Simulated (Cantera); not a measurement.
Input (Python, Cantera):

```python
import numpy as np
import cantera as ct

gas = ct.Solution("gri30.yaml", transport_model="multicomponent")
show = ['CH3', 'CH4', 'OH']

rows = []
print(f"{'T/K':>7s}{'rho':>11s}{'cp':>10s}{'mu':>11s}{'lambda':>11s}{'Pr':>7s}" + "".join(f"{'D_' + s:>11s}" for s in show))
for T in [400, 500, 600, 700, 800, 900, 1000, 1100]:
    gas.TPX = T, 1000, {'H2O': 0.13}
    Pr = gas.cp_mass * gas.viscosity / gas.thermal_conductivity
    D = [gas.mix_diff_coeffs_mole[gas.species_index(s)] for s in show]
    rows.append([gas.density, gas.cp_mass, gas.viscosity, gas.thermal_conductivity, Pr, *D])
    print(f"{T:7g}{gas.density:11.4e}{gas.cp_mass:10.1f}{gas.viscosity:11.4e}"
          f"{gas.thermal_conductivity:11.4e}{Pr:7.3f}" + "".join(f"{d:11.4e}" for d in D))
print("SI units: kg/m3, J/kg/K, Pa s, W/m/K, m2/s")
```

It prints:

```
    T/K        rho        cp         mu     lambda     Pr      D_CH3      D_CH4       D_OH
    400 5.4168e-03    1902.2 1.3967e-05 3.6786e-02  0.722 4.1537e-03 4.0374e-03 6.4546e-03
    500 4.3334e-03    1954.7 1.7713e-05 4.8267e-02  0.717 6.3446e-03 6.2006e-03 9.7196e-03
    600 3.6112e-03    2016.1 2.1488e-05 6.0611e-02  0.715 8.8962e-03 8.7321e-03 1.3483e-02
    700 3.0953e-03    2082.1 2.5249e-05 7.3675e-02  0.714 1.1778e-02 1.1600e-02 1.7707e-02
    800 2.7084e-03    2150.0 2.8971e-05 8.7347e-02  0.713 1.4966e-02 1.4781e-02 2.2359e-02
    900 2.4075e-03    2219.6 3.2640e-05 1.0158e-01  0.713 1.8442e-02 1.8253e-02 2.7417e-02
   1000 2.1667e-03    2292.2 3.6247e-05 1.1642e-01  0.714 2.2190e-02 2.2001e-02 3.2861e-02
   1100 1.9697e-03    2365.6 3.9786e-05 1.3176e-01  0.714 2.6197e-02 2.6012e-02 3.8673e-02
SI units: kg/m3, J/kg/K, Pa s, W/m/K, m2/s
```

Cantera simulation using GRI-Mech 3.0 (53 species, 325 reactions); the numbers are that mechanism's predictions, not measurements. Polar gases are described roughly by these parameters.
